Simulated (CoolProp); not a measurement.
Toluene along the isotherm 620 K: fugacity coefficient from the reference equation and from simpler models built on Tc = 591.7 K, pc = 4126 kPa, ω = 0.266; each cubic takes its own stable root.

Model: reference Helmholtz-energy equation of state, Lemmon 2006, in CoolProp. It is a short technical equation, of lower accuracy than the large ones.

```csv
p (kPa),phase,reference,van der Waals,Redlich-Kwong,Soave-Redlich-Kwong,Peng-Robinson
65.2,gas,0.9950,0.9958,0.9953,0.9954,0.9948
134,gas,0.9898,0.9914,0.9904,0.9906,0.9894
275,gas,0.9791,0.9824,0.9802,0.9807,0.9783
565,gas,0.9573,0.9638,0.9596,0.9606,0.9558
1160,gas,0.9132,0.9260,0.9177,0.9197,0.9104
2380,gas,0.8255,0.8486,0.8337,0.8379,0.8210
4890,supercritical,0.6512,0.6794,0.6620,0.6725,0.6471
10000,supercritical,0.4045,0.4466,0.4237,0.4379,0.4120
20600,supercritical,0.2794,0.3524,0.3057,0.3180,0.2878
```
